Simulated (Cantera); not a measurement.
A perfectly stirred reactor is fed with CH4 : CO : O2 : N2 : H2O = 1 : 0.099 : 3.6 : 43.1 : 2.6 (molar parts), at 10.0 bar; it is adiabatic with a 723 K inlet, and is followed from long to short residence time, starting on the burning branch (τ in s: 0.1, 0.04, 0.016, 0.0062, 0.0024, 0.00096, 0.00038, 0.00015, 5.8e-05, 2.3e-05, 9.1e-06).

Detailed kinetics in Cantera: GRI-Mech 3.0 (53 species, 325 reactions).

Q: What does this change do: inlet temperature 723 to 800 K?

A: 
| quantity | before | after |
|---|---|---|
| state | not burning at any residence time tried | not reached |
| x(CH4) at τ = 0.100 s | 0.0198 | 0.000377 |
| x(CO) at τ = 0.100 s | 0.00196 | 0.00230 |
| x(O2) at τ = 0.100 s | 0.0714 | 0.0328 |
| x(CO2) at τ = 0.100 s | 3.88e-11 | 0.0190 |
| x(H) at τ = 0.100 s | <1e-12 | 1.34e-7 |
| x(CH4) at τ = 0.960 ms | 0.0198 | 0.0198 |
| x(CO) at τ = 0.960 ms | 0.00196 | 0.00196 |
| x(O2) at τ = 0.960 ms | 0.0714 | 0.0714 |
| x(CO2) at τ = 0.960 ms | <1e-12 | 4.73e-12 |
| x(H) at τ = 0.960 ms | <1e-12 | <1e-12 |
| blow-out, bracketed by the residence times tried | not reached | burning at 40.0 ms, out at 16.0 ms |
